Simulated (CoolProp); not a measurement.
Vapour-liquid equilibrium of isobutane (1) + n-butane (2) at 0.0623 MPa; x and y are mole fractions of (1).

Values from CoolProp's multi-fluid Helmholtz-energy mixture model, Bücker 2006 and Bücker 2006; pair parameters Kunz 2012.

| x | bubble temperature, mixture model (K) | bubble temperature, Raoult's law (K) | y, mixture model | y, Raoult's law |
|---|---|---|---|---|
| 0.05 | 259.8 | 259.8 | 0.076 | 0.076 |
| 0.2 | 257.9 | 257.9 | (withheld) | 0.283 |
| 0.35 | 256.1 | 256.1 | (withheld) | 0.461 |
| 0.5 | 254.5 | 254.5 | 0.611 | 0.615 |
| 0.65 | 252.9 | 252.9 | (withheld) | 0.749 |
| 0.8 | 251.4 | 251.4 | (withheld) | 0.866 |
| 0.95 | 250.1 | 250.1 | 0.968 | 0.968 |

Fill in the missing entries.


- 0.2, y, mixture model: 0.281
- 0.35, y, mixture model: 0.458
- 0.65, y, mixture model: 0.745
- 0.8, y, mixture model: 0.863

The largest gap from Raoult's law is +0.0 K in bubble temperature, at x = 0.2. No azeotrope shows between x = 0.05 and 0.95.

Pair parameters are fitted to limited data, so mixtures are less certain than the pure fluids.
